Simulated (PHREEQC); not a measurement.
0.037 g of hydrous ferric oxide (600 m²/g; 0.2 weak and 0.005 strong sites per Fe, Dzombak-Morel constants, diffuse double layer) in 1 kg of water with 0.005 mol/kgw of an inert sodium salt and 6.4e-06 mol H3BO3, at 25 °C; the pH is set by adding NaOH or the inert anion's acid. O2 is buffered at 0.21 atm. No CO2 enters from the air. No solid was allowed to form.

Model: ion-association model, wateq4f.dat, run in PHREEQC.

```json
[
 {"pH": "4", "B sorbed (%)": "0.0", "surface charge σ (C/m²)": "0.182", "surface potential ψ (mV)": "194"},
 {"pH": "4.67", "B sorbed (%)": "0.0", "surface charge σ (C/m²)": "0.116", "surface potential ψ (mV)": "171"},
 {"pH": "5.33", "B sorbed (%)": "0.0", "surface charge σ (C/m²)": "0.069", "surface potential ψ (mV)": "144"},
 {"pH": "6", "B sorbed (%)": "0.0", "surface charge σ (C/m²)": "0.038", "surface potential ψ (mV)": "114"},
 {"pH": "6.67", "B sorbed (%)": "0.0", "surface charge σ (C/m²)": "0.019", "surface potential ψ (mV)": "80"},
 {"pH": "7.33", "B sorbed (%)": "0.0", "surface charge σ (C/m²)": "0.008", "surface potential ψ (mV)": "44"},
 {"pH": "8", "B sorbed (%)": "0.0", "surface charge σ (C/m²)": "0.001", "surface potential ψ (mV)": "6"},
 {"pH": "8.67", "B sorbed (%)": "0.0", "surface charge σ (C/m²)": "-0.005", "surface potential ψ (mV)": "-32"},
 {"pH": "9.33", "B sorbed (%)": "0.0", "surface charge σ (C/m²)": "-0.014", "surface potential ψ (mV)": "-68"},
 {"pH": "10", "B sorbed (%)": "0.0", "surface charge σ (C/m²)": "-0.030", "surface potential ψ (mV)": "-103"},
 {"pH": "10.67", "B sorbed (%)": "0.0", "surface charge σ (C/m²)": "-0.059", "surface potential ψ (mV)": "-134"},
 {"pH": "11.33", "B sorbed (%)": "0.0", "surface charge σ (C/m²)": "-0.111", "surface potential ψ (mV)": "-159"},
 {"pH": "12", "B sorbed (%)": "0.0", "surface charge σ (C/m²)": "-0.215", "surface potential ψ (mV)": "-172"}
]
```

Species that the database lacks are ignored.
